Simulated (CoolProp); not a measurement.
Properties of n-dodecane along the isotherm 391.8 K (Tc = 658.1 K, pc = 1.818 MPa, ω = 0.574).

Values from CoolProp's reference Helmholtz-energy equation of state, Lemmon 2004. It is a short technical equation, of lower accuracy than the large ones.

| p (MPa) | phase | Z | cp (kJ/(kg K)) | isothermal compressibility (1/MPa) | expansivity (1/kK) | fugacity coefficient |
|---|---|---|---|---|---|---|
| 0.0575 | liquid | 0.004449 | 2.561 | 0.001959 | 1.140 | 0.08056 |
| 0.131 | liquid | 0.01014 | 2.561 | 0.001956 | 1.139 | 0.03556 |
| 0.298 | liquid | 0.02305 | 2.561 | 0.001948 | 1.137 | 0.01584 |
| 0.678 | liquid | 0.05240 | 2.560 | 0.001932 | 1.131 | 0.007168 |
| 1.54 | liquid | 0.1188 | 2.558 | 0.001896 | 1.118 | 0.003373 |
| 3.51 | liquid | 0.2698 | 2.554 | 0.001820 | 1.091 | 0.001722 |
| 7.99 | liquid | 0.6095 | 2.546 | 0.001670 | 1.036 | 0.001066 |
| 18.2 | liquid | 1.367 | 2.534 | 0.001414 | 0.9375 | 0.001014 |
